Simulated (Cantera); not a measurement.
Cantera run, input and output.

```python
import numpy as np
import cantera as ct

gas = ct.Solution("gri30.yaml")
gas.TPX = 1648, 101325, {'NO': 1, 'N2': 0.31}
reactor = ct.IdealGasConstPressureReactor(gas, energy="off", clone=False)
net = ct.ReactorNet([reactor])
net.rtol, net.atol = 1e-08, 1e-18
show = ['NO', 'NO2', 'O', 'N2', 'N2O', 'O2']
times = np.geomspace(2e-06, 5, 15)

steps = ct.SolutionArray(gas, extra=["t"])
rows = []
print(f"{'t/s':>10s}{'T/K':>9s}{'P/Pa':>11s}" + "".join(f"{s:>11s}" for s in show))
for t in times:
    while net.time < t:
        t_next = net.step()
        steps.append(gas.state, t=t_next)
    rows.append([np.interp(t, steps.t, y) for y in (steps.T, steps.P, *steps(*show).X.T)])
    print(f"{t:10.3e}{rows[-1][0]:9.1f}{rows[-1][1]:11.4g}" + "".join(f"{x:11.3e}" for x in rows[-1][2:]))
rate = np.gradient(steps.T, steps.t)
print("integrator steps:", len(steps.t))
if steps.T.max() > steps.T[0] + 200:
    print(f"time of steepest temperature rise: {steps.t[rate.argmax()]:.4e} s")
gas.TPX = 1648, 101325, {'NO': 1, 'N2': 0.31}
gas.equilibrate("TP")
print(f"equilibrium (TP): T = {gas.T:.1f} K  " + "  ".join(f"{s} {gas[s].X[0]:.3e}" for s in show))
```

It prints:

```
       t/s      T/K       P/Pa         NO        NO2          O         N2        N2O         O2
 2.000e-06   1648.0  1.013e+05  7.634e-01  7.328e-09  5.440e-08  2.366e-01  6.171e-08  8.503e-12
 5.728e-06   1648.0  1.013e+05  7.634e-01  5.175e-08  1.251e-07  2.366e-01  1.767e-07  6.038e-11
 1.641e-05   1648.0  1.013e+05  7.634e-01  2.953e-07  2.115e-07  2.366e-01  5.057e-07  3.543e-10
 4.699e-05   1648.0  1.013e+05  7.634e-01  1.210e-06  2.444e-07  2.366e-01  1.445e-06  1.600e-09
 1.346e-04   1648.0  1.013e+05  7.633e-01  3.929e-06  2.592e-07  2.366e-01  4.115e-06  6.685e-09
 3.855e-04   1648.0  1.013e+05  7.633e-01  1.187e-05  3.004e-07  2.366e-01  1.158e-05  3.476e-08
 1.104e-03   1648.0  1.013e+05  7.633e-01  3.569e-05  4.204e-07  2.367e-01  3.159e-05  2.705e-07
 3.162e-03   1648.0  1.013e+05  7.631e-01  1.091e-04  7.674e-07  2.367e-01  7.897e-05  3.344e-06
 9.057e-03   1648.0  1.013e+05  7.627e-01  2.960e-04  1.560e-06  2.368e-01  1.588e-04  5.222e-05
 2.594e-02   1648.0  1.013e+05  7.616e-01  4.561e-04  2.189e-06  2.373e-01  2.145e-04  4.672e-04
 7.430e-02   1648.0  1.013e+05  7.585e-01  5.122e-04  2.433e-06  2.388e-01  2.184e-04  1.929e-03
 2.128e-01   1648.0  1.013e+05  7.500e-01  6.247e-04  2.942e-06  2.430e-01  2.131e-04  6.089e-03
 6.095e-01   1648.0  1.013e+05  7.267e-01  8.470e-04  4.013e-06  2.547e-01  1.991e-04  1.758e-02
 1.746e+00   1648.0  1.013e+05  6.670e-01  1.173e-03  5.920e-06  2.845e-01  1.665e-04  4.720e-02
 5.000e+00   1648.0  1.013e+05  5.385e-01  1.414e-03  8.693e-06  3.487e-01  1.073e-04  1.113e-01
integrator steps: 830
equilibrium (TP): T = 1648.0 K  NO 2.828e-03  NO2 1.359e-05  O 1.561e-05  N2 6.169e-01  N2O 1.487e-07  O2 3.802e-01
```

Model: GRI-Mech 3.0 (53 species, 325 reactions), integrated in Cantera.
